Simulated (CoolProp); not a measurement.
Computed with CoolProp (reference Helmholtz-energy equation of state, de Reuck 1990).

**Question.** For fluorine, give the phase and the density (kg/m³), cv (kJ/(kg K)), Joule-Thomson coefficient (K/MPa), isothermal compressibility (1/MPa) at -90.65 °C and 1.91 MPa; -71.15 °C and 1.91 MPa; -51.55 °C and 1.91 MPa.

**Answer.** 
- -90.65 °C and 1.91 MPa: gas; density 50.8, cv 0.580, Joule-Thomson coefficient 4.96, isothermal compressibility 0.558
- -71.15 °C and 1.91 MPa: gas; density 45.1, cv 0.578, Joule-Thomson coefficient 4.04, isothermal compressibility 0.547
- -51.55 °C and 1.91 MPa: gas; density 40.6, cv 0.580, Joule-Thomson coefficient 3.35, isothermal compressibility 0.540
